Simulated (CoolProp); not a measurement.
A single-stage vapour-compression cycle with the fluid: evaporating at 296.15 K (dew point), condensing at 332.15 K (bubble point), superheat 8 K, subcooling 8 K, compressor efficiency 0.75, no pressure losses. The same conditions are run with several fluids, on thermodynamics alone (safety and materials aside).

The numbers come from the reference Helmholtz-energy equation of state of each fluid (fluoroethane (R161): Wu 2012; R115: Lemmon 2016; R123: Younglove 1994; n-perfluorohexane: Gao 2022; C3F8 (R218): Lemmon 2006; n-perfluorobutane: Gao 2022) in CoolProp.

### Question
Rank fluoroethane (R161), R115, R123, n-perfluorohexane, C3F8 (R218), n-perfluorobutane by cooling COP, highest first.

### Answer
R123 (5.71), n-perfluorohexane (5.33), fluoroethane (R161) (5.27), n-perfluorobutane (5.02), R115 (4.78), C3F8 (R218) (4.39)

| fluid | pressure ratio | discharge temperature (K) | refrigerating effect (kJ/kg) | volumetric capacity (kJ/m³) |
|---|---|---|---|---|
| fluoroethane (R161) | 2.42 | 358.7 | 289 | 5600 |
| R115 | 2.35 | 339.4 | 69.9 | 4430 |
| R123 | 3.28 | 345.3 | 149 | 790 |
| n-perfluorohexane | 4.01 | 332.2 | 70.3 | 259 |
| C3F8 (R218) | 2.42 | 335.4 | 50.6 | 3840 |
| n-perfluorobutane | 2.80 | 332.1 | 63.2 | 1630 |

The compression ends wet for: n-perfluorohexane; n-perfluorobutane.
